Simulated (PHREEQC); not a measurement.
Solution (80 °C): 4.4 mmol/kgw CuCl2 and 0.038 mmol/kgw HBF4. Closed to the air; pH follows from the charge balance.

The numbers come from PHREEQC with the ion-association model, phreeqc.dat.

Each row changes one thing in this solution. This is a speciation only: nothing precipitates in the calculation.

```
case                                    pH  ionic strength (mol/kgw)
------------------------------------  ----  ------------------------
as made                               3.98                    0.0122
HBF4 from 3.8e-05 to 3.8e-06 mol/kgw  4.33                    0.0121
CuCl2 from 0.0044 to 0.022 mol/kgw    3.87                    0.0526
diluted 5-fold with water             4.51                   0.00260
CuCl2 left out                        3.99                  0.000105
temperature from 80 to 10 °C          3.91                    0.0133
HBF4 left out                         4.37                    0.0121
0.00013 mol/kgw Mn(NO3)2 added        3.98                    0.0126
diluted 2-fold with water             4.20                   0.00634
```

Away from 25 °C the constants follow the database's enthalpies or fits; those with neither stay at their 25 °C values. Real BF4- forms and hydrolyses slowly; the run takes it at equilibrium.
